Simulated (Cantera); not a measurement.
What does this Cantera script print?

```python
import numpy as np
import cantera as ct

gas_names = [...]  # 116 gases of nasa_gas.yaml made of C, H, Mg, O
cond_names = """
    C(gr) C6H6(L) C7H8(L) C8H18(L),n-octa H2O(s) H2O(L) Mg(cr) Mg(L) MgCO3(s) MgO(s) MgO(L) MgO2H2(s)
""".split()


# ... load() reads the species with a 1 bar reference pressure and builds the phases ...
atoms = {
    'MgCO3': {'Mg': 1, 'C': 1, 'O': 3},
    'H2': {'H': 2},
    'O2': {'O': 2},
}
top_T = {'C(gr)': 4500}  # K; cautious upper limits of use, not melting points


# ... equilibrate(T, P, feed) seeds the gas with the atoms and calls Mixture.equilibrate('TP', solver="vcs", rtol=1e-11, max_steps=5000) ...
results = []
T = 1773  # K
P = 1333.22  # Pa
for m in [0.28, 0.33, 0.41, 0.49, 0.6, 0.72, 0.88, 1.1, 1.3, 1.6, 1.9, 2.3]:
    feed = {'MgCO3': 1, 'H2': 0.4, 'O2': m}  # mol
    mix = equilibrate(T, P, feed)
    results.append((T, P, feed, dict(zip(mix.species_names, mix.species_moles))))

top = {s: max(r[3][s] / sum(r[3][g] for g in gas_names) for r in results) for s in gas_names}
cols = sorted((s for s in top if top[s] > 0.0001), key=lambda s: -top[s])[:8]
seen = [c for c in cond_names if any(r[3].get(c, 0) > 1e-12 for r in results)]
print("log10 of partial pressures in bar; condensed amounts in mol")
print(f"{'n(O2)':>10s}" + "".join(f"{s[:9]:>10s}" for s in cols + seen))
for T, P, feed, n in results:
    ng = sum(n[g] for g in gas_names)
    print(f"{feed['O2']:10.4g}" + "".join(f"{np.log10(max(n[s] / ng * P / 1e5, 1e-99)):10.3f}" for s in cols)
          + "".join(f"{n.get(c, 0):10.4g}" for c in seen))
```

Output:

```
log10 of partial pressures in bar; condensed amounts in mol
     n(O2)       CO2        O2       H2O        CO        OH         O        H2    MgO(s)
      0.28    -2.049    -3.131    -2.447    -4.293    -4.570    -5.593    -5.261         1
      0.33    -2.063    -2.942    -2.461    -4.402    -4.530    -5.498    -5.370         1
      0.41    -2.084    -2.759    -2.483    -4.515    -4.495    -5.407    -5.484         1
      0.49    -2.105    -2.641    -2.504    -4.595    -4.476    -5.348    -5.564         1
       0.6    -2.132    -2.529    -2.532    -4.678    -4.462    -5.292    -5.647         1
      0.72    -2.160    -2.443    -2.560    -4.749    -4.455    -5.249    -5.718         1
      0.88    -2.195    -2.362    -2.595    -4.824    -4.452    -5.208    -5.794         1
       1.1    -2.238    -2.284    -2.639    -4.906    -4.454    -5.169    -5.877         1
       1.3    -2.275    -2.233    -2.675    -4.968    -4.460    -5.144    -5.939         1
       1.6    -2.324    -2.177    -2.725    -5.045    -4.471    -5.116    -6.016         1
       1.9    -2.368    -2.137    -2.769    -5.109    -4.483    -5.096    -6.080         1
       2.3    -2.420    -2.098    -2.822    -5.181    -4.500    -5.076    -6.153         1
```

Equilibrium computed with Cantera from the NASA thermochemical tables; the gas is ideal and each condensed phase is pure.
